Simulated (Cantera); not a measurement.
A closed system holds: 1 mol PbO, 0.42 mol H2, 3.5 mol N2, held at 823.15 K and 9.00 Torr.

Equilibrium computed with Cantera from the NASA thermochemical tables; the gas is ideal and each condensed phase is pure. Candidate condensed phases: H2O, Pb, PbO, PbO2, Pb3O4; 27 gas species. Rates play no part.

Base state: N2 0.893, H2O 0.107, Pb 1.12e-5 (mole fractions); condensed: Pb(l) + PbO(yellow).

Task: What changes in the equilibrium state with this change: PbO replaced by Fe(CO)5?

Result: 
```tsv
species	before	after
N2	0.893	0.433
CO	0	0.416
CO2	0	0.0992
H2O	0.107	0.00321
H2	7.57e-6	0.0486
Pb	1.12e-5	0
CH4	0	2.64e-5
Pb(l), mol	0.420	0
PbO(yellow), mol	0.580	0
C(graphite), mol	0	0.828
Fe(α), mol	0	1.00
```
Condensed phases not in the tables: cementite and carbon dissolved in iron. Further candidate phases: C, C6H6, C7H8, C8H18, Fe, Fe(CO)5, FeO, Fe(OH)2, Fe(OH)3, Fe2O3, Fe3O4.
